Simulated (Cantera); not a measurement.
Thermodynamics of hydrogen reduction and annealing atmospheres, feed NiS + H2

Input: 1 mol NiS, a varied amount of H2, at 0.00133 bar.

These are equilibrium values from Cantera (NASA tables, ideal gas, pure condensed phases), not measurements of a reactor. Candidate condensed phases: Ni, NiS, NiS2, Ni3S2, Ni3S4, S; 9 gas species. The numbers say what is thermodynamically allowed, not how fast it happens.

Problem. Map the stable condensed phases over T = 1598, 1623, 1648, 1673, 1698, 1723, 1748, 1773, 1798, 1823 K and n(H2) in mol = 59, 220, 380, 540, 700, 860, 1000, 1200, 1300.

Solution. 
```
T in K \ n(H2) in mol
           59  220  380  540  700  860 1000 1200 1300
   1823     A    B    B    B    B    B    B    B    B
   1798     A    B    B    B    B    B    B    B    B
   1773     A    B    B    B    B    B    B    B    B
   1748     A    B    B    B    B    B    B    B    B
   1723     A    A    B    B    B    B    B    B    B
   1698     A    A    A    B    B    B    B    B    B
   1673     A    A    A    A    A    B    B    B    B
   1648     A    A    A    A    A    A    A    A    B
   1623     A    A    A    A    A    A    A    A    A
   1598     A    A    A    A    A    A    A    A    A
```
A: Ni; B: gas only.
